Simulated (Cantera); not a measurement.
An isothermal, constant-pressure homogeneous reactor starts with C2H6 : N2 = 1 : 27 (molar parts), at 1500 K and 18.8 Torr.

Cantera simulation using GRI-Mech 3.0 (53 species, 325 reactions); the numbers are that mechanism's predictions, not measurements. GRI-Mech 3.0 stops at C3 and has no aromatics, soot or wall deposition, so with more carbon than oxygen in the feed, carbon stays in small species such as C2H2 where larger ones or solid carbon would form. Radical loss at walls, strong at low pressure, is not modelled.

x: mole fraction; the columns are a selection and need not sum to one.

```json
[
 {"t (s)": "0.000100", "x C2H6": "0.0354", "x C2H4": "8.80e-6", "x C2H": "<1e-12", "x H": "3.09e-6", "x H2": "6.81e-6", "x CH3": "___"},
 {"t (s)": "0.000613", "x C2H6": "0.0321", "x C2H4": "0.00156", "x C2H": "4.46e-10", "x H": "8.50e-5", "x H2": "0.00146", "x CH3": "___"},
 {"t (s)": "0.00376", "x C2H6": "0.00751", "x C2H4": "0.0177", "x C2H": "8.15e-8", "x H": "0.000243", "x H2": "0.0223", "x CH3": "___"},
 {"t (s)": "0.0231", "x C2H6": "4.33e-5", "x C2H4": "0.00759", "x C2H": "6.91e-8", "x H": "7.79e-5", "x H2": "0.0447", "x CH3": "___"},
 {"t (s)": "0.141", "x C2H6": "3.40e-6", "x C2H4": "0.00130", "x C2H": "2.29e-8", "x H": "2.28e-5", "x H2": "0.0514", "x CH3": "___"},
 {"t (s)": "0.867", "x C2H6": "1.51e-6", "x C2H4": "5.33e-5", "x C2H": "1.64e-8", "x H": "1.60e-5", "x H2": "0.0533", "x CH3": "___"},
 {"t (s)": "5.32", "x C2H6": "9.60e-7", "x C2H4": "3.55e-5", "x C2H": "1.77e-8", "x H": "1.77e-5", "x H2": "0.0564", "x CH3": "___"},
 {"t (s)": "32.6", "x C2H6": "1.53e-7", "x C2H4": "1.77e-5", "x C2H": "2.27e-8", "x H": "2.36e-5", "x H2": "0.0631", "x CH3": "___"},
 {"t (s)": "200", "x C2H6": "4.21e-9", "x C2H4": "1.55e-5", "x C2H": "2.68e-8", "x H": "2.84e-5", "x H2": "0.0661", "x CH3": "___"}
]
```

Complete the blanks.


- 0.000100, x CH3: 0.000563
- 0.000613, x CH3: 0.00281
- 0.00376, x CH3: 0.00342
- 0.0231, x CH3: 0.000339
- 0.141, x CH3: 8.60e-5
- 0.867, x CH3: 5.56e-5
- 5.32, x CH3: 4.49e-5
- 32.6, x CH3: 1.88e-5
- 200, x CH3: 3.18e-6
